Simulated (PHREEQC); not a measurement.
Solution (60 °C): 0.000435 mol/kgw Ca(HCO3)2, 0.000105 mol/kgw Na2SO4 and 0.0014 mol/kgw NaCl. Closed to the air; pH follows from the charge balance.

The numbers come from PHREEQC with the ion-association model, phreeqc.dat.

Precipitation was switched off in this run.

Order these S species by the share of S that they hold, largest first: NaSO4-, SO4-2, CaSO4.

SO4-2 (94 %), CaSO4 (5.4 %), NaSO4- (0.72 %)

The pH is 7.88 and the ionic strength 0.00297 mol/kgw. Species that the database lacks are ignored. Constants without temperature data keep their 25 °C values here.
